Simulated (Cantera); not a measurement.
What does this Cantera script print?

```python
import numpy as np
import cantera as ct

surf = ct.Interface("diamond.yaml", "diamond_100")
gas, bulk = surf.adjacent["gas"], surf.adjacent["diamond"]
k = surf.kinetics_species_index(bulk.species_names[0])
cover = ["c6HH", "c6H*", "c6*H", "c6**", "c6HM", "c6B"]

rows, drift = [], 0.0
print(f"{'xCH3':>10s}{'um/h':>11s}" + "".join(f"{s:>11s}" for s in cover))
for v in [1e-06, 2.1e-06, 4.3e-06, 8.9e-06, 1.8e-05, 3.8e-05, 7.8e-05, 0.00016, 0.00034]:
    T, P, xH, xCH3 = 1198, 8200, 0.00058, v
    gas.TPX = T, P, {"H": xH, "CH3": xCH3, "CH4": 0.028, "H2": 1 - xH - xCH3 - 0.028}
    surf.TP = bulk.TP = T, P
    surf.coverages = "c6H*:0.1, c6HH:0.9"
    surf.advance_coverages(100.0)
    before = surf.coverages
    surf.advance_coverages(100.0)
    drift = max(drift, np.max(np.abs(surf.coverages - before) / (surf.coverages + 1e-9)))
    rate = surf.net_production_rates[k] * bulk.mean_molecular_weight / bulk.density * 3.6e9
    rows.append([rate, *surf[cover].coverages])
    print(f"{v:10.4g}{rate:11.4e}" + "".join(f"{x:11.3e}" for x in rows[-1][1:]))
```

Result:

```
      xCH3       um/h       c6HH       c6H*       c6*H       c6**       c6HM        c6B
     1e-06 8.4740e-03  4.813e-01  3.609e-02  4.637e-01  1.893e-02  2.547e-05  2.299e-11
   2.1e-06 1.7791e-02  4.812e-01  3.608e-02  4.636e-01  1.892e-02  5.348e-05  4.828e-11
   4.3e-06 3.6412e-02  4.812e-01  3.608e-02  4.636e-01  1.891e-02  1.095e-04  9.880e-11
   8.9e-06 7.5286e-02  4.811e-01  3.607e-02  4.635e-01  1.888e-02  2.265e-04  2.043e-10
   1.8e-05 1.5196e-01  4.809e-01  3.605e-02  4.632e-01  1.883e-02  4.574e-04  4.123e-10
   3.8e-05 3.1939e-01  4.805e-01  3.601e-02  4.627e-01  1.871e-02  9.631e-04  8.667e-10
   7.8e-05 6.4988e-01  4.796e-01  3.594e-02  4.618e-01  1.847e-02  1.966e-03  1.763e-09
   0.00016 1.3099e+00  4.779e-01  3.578e-02  4.598e-01  1.799e-02  3.991e-03  3.555e-09
   0.00034 2.6829e+00  4.742e-01  3.546e-02  4.557e-01  1.703e-02  8.293e-03  7.280e-09
```

Detailed kinetics in Cantera: the Harris–Goodwin 1993 mechanism for the reconstructed diamond (100) surface.
